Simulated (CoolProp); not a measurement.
R365MFC at several states: density (kg/m³) from the reference equation and from simpler models built on Tc = 460.0 K, pc = 3266 kPa, ω = 0.377; each cubic takes its own stable root.

Model: reference Helmholtz-energy equation of state, Lemmon 2016, in CoolProp.

```tsv
T (K)	p (kPa)	phase	reference
409.2	11800	liquid	1051
251.6	46.6	liquid	1352
468.9	20.5	gas	0.7803
309.5	148	liquid	1233
377.1	5970	liquid	1097
```

Problem. How far does each simpler model (Redlich-Kwong, Soave-Redlich-Kwong, Peng-Robinson) lie from the reference over these 5 states: mean and median of the absolute difference, and the worst?

Solution. 
- Redlich-Kwong: mean 26.6 %, median 11.7 %, worst -99.3 % at 309.5 K and 148 kPa
- Soave-Redlich-Kwong: mean 6.1 %, median 7.6 %, worst -8.1 % at 251.6 K and 46.6 kPa
- Peng-Robinson: mean 3.3 %, median 4.0 %, worst +4.4 % at 309.5 K and 148 kPa

At some of these states Redlich-Kwong gives the other phase, because its saturation line lies elsewhere.
